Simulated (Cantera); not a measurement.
Feed: 1 mol Si3N4, 0.99 mol CO2, 32 mol H2, held at 0.320 bar.

Equilibrium computed with Cantera from the NASA thermochemical tables; the gas is ideal and each condensed phase is pure. Candidate condensed phases: C, C6H6, C7H8, C8H18, H2O, Si, SiC, SiO2, Si2N2O, Si3N4; 151 gas species. Mutual solubility and eutectic melting of coexisting phases are not modelled. Gases not in the tables: Si2H6 and higher silanes. The numbers say what is thermodynamically allowed, not how fast it happens.

Problem. At 1800 °C, list the 6 most abundant gas species with their mole fractions, and the condensed phases.

Solution. H2 0.885, N2 0.0553, SiO 0.0375, CO 0.0173, H 0.00437, Si 0.000311. Condensed: Si(l) + SiC(s).
